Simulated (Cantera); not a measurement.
Adiabatic ignition

An adiabatic, constant-pressure homogeneous reactor starts with CH4 : C2H6 : O2 : N2 = 1 : 0.045 : 1.8 : 6.76 (molar parts), equivalence ratio 1.2, at 1448 K and 1.00 bar.

Cantera simulation using GRI-Mech 3.0 (53 species, 325 reactions); the numbers are that mechanism's predictions, not measurements.

```tsv
t (s)	T (K)	x CH4	x C2H6	x O2	x NO2	x H2O
7.00e-6	1448	0.104	0.00468	0.187	<1e-12	3.96e-7
1.74e-5	1448	0.104	0.00466	0.187	<1e-12	2.64e-6
4.33e-5	1448	0.104	0.00462	0.187	<1e-12	1.95e-5
0.000108	1448	0.104	0.00454	0.187	<1e-12	0.000161
0.000267	1451	0.103	0.00439	0.186	<1e-12	0.00104
0.000665	1493	0.0933	0.00377	0.179	1.74e-12	0.00943
0.00165	2747	<1e-12	<1e-12	0.00799	2.83e-7	0.161
0.00411	2741	<1e-12	<1e-12	0.00724	6.65e-7	0.161
0.0102	2740	<1e-12	<1e-12	0.00710	7.37e-7	0.161
0.0254	2740	<1e-12	<1e-12	0.00710	7.38e-7	0.161
0.0632	2740	<1e-12	<1e-12	0.00710	7.38e-7	0.161
0.157	2740	<1e-12	<1e-12	0.00710	7.38e-7	0.161
0.390	2740	<1e-12	<1e-12	0.00710	7.38e-7	0.161
0.971	2740	<1e-12	<1e-12	0.00710	7.38e-7	0.161
2.41	2740	<1e-12	<1e-12	0.00710	7.38e-7	0.161
6.00	2740	<1e-12	<1e-12	0.00710	7.38e-7	0.161
```
x: mole fraction; the columns are a selection and need not sum to one.

```
Property                                                             Value
---------------------------------  ---------------------------------------
time of steepest temperature rise                                 0.857 ms
temperature at 6.00 s                                               2740 K
equilibrium temperature                                             2740 K
x(CH4) at 6.00 s                     <1e-12 (gas-phase equilibrium <1e-12)
x(C2H6) at 6.00 s                    <1e-12 (gas-phase equilibrium <1e-12)
x(O2) at 6.00 s                    0.00710 (gas-phase equilibrium 0.00710)
```
